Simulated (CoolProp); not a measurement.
A single-stage vapour-compression cycle with R227EA: evaporating at 246.15 K (dew point), condensing at 301.15 K (bubble point), superheat 0 K, subcooling 0 K, compressor efficiency 0.6, no pressure losses. Each further row changes one setting.

Model: reference Helmholtz-energy equation of state, Lemmon 2016, in CoolProp.

| case | cooling COP | pressure ratio | discharge temperature (K) | refrigerating effect (kJ/kg) | volumetric capacity (kJ/m³) |
|---|---|---|---|---|---|
| as stated | 1.83 | 7.98 | 307.3 | 74.7 | 401 |
| evaporating temperature 251.15 K | ? | 6.32 | 306.1 | 77.9 | ? |
| condensing temperature 296.15 K | 2.13 | 6.85 | 302.6 | 80.6 | 433 |
| subcooling 5 K | 1.97 | 7.98 | 307.3 | 80.6 | 433 |
| superheat 10 K | 1.90 | 7.98 | ? | 82.0 | ? |
| compressor efficiency 0.5 | ? | 7.98 | 316.3 | 74.7 | 401 |

Problem. Fill in the missing entries.

Solution. 
- evaporating temperature 251.15 K, cooling COP: 2.14
- evaporating temperature 251.15 K, volumetric capacity (kJ/m³): 522
- superheat 10 K, discharge temperature (K): 318.2
- superheat 10 K, volumetric capacity (kJ/m³): 421
- compressor efficiency 0.5, cooling COP: 1.52
